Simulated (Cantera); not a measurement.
A perfectly stirred reactor is fed with H2 : O2 : N2 = 1.9 : 1 : 5.9 (molar parts), equivalence ratio 0.95, at 1.00 bar; it is held at 1323 K, and followed from long to short residence time.

Cantera simulation using GRI-Mech 3.0 (53 species, 325 reactions); the numbers are that mechanism's predictions, not measurements. The temperature is held fixed by assumption; the heat of reaction is taken as removed at once.

Problem. Predict: x(H2) at τ = 0.380 s; x(O2) at τ = 0.380 s; x(HO2) at τ = 0.380 s; x(H2O2) at τ = 0.380 s; x(OH) at τ = 0.380 s; x(H2) at τ = 12.0 ms; x(O2) at τ = 12.0 ms; x(HO2) at τ = 12.0 ms; x(H2O2) at τ = 12.0 ms; x(OH) at τ = 12.0 ms.

Solution. x(H2) at τ = 0.380 s: 0.000622
x(O2) at τ = 0.380 s: 0.00661
x(HO2) at τ = 0.380 s: 3.35e-6
x(H2O2) at τ = 0.380 s: 4.44e-7
x(OH) at τ = 0.380 s: 0.000242
x(H2) at τ = 12.0 ms: 0.00457
x(O2) at τ = 12.0 ms: 0.00854
x(HO2) at τ = 12.0 ms: 8.91e-6
x(H2O2) at τ = 12.0 ms: 1.69e-6
x(OH) at τ = 12.0 ms: 0.000774
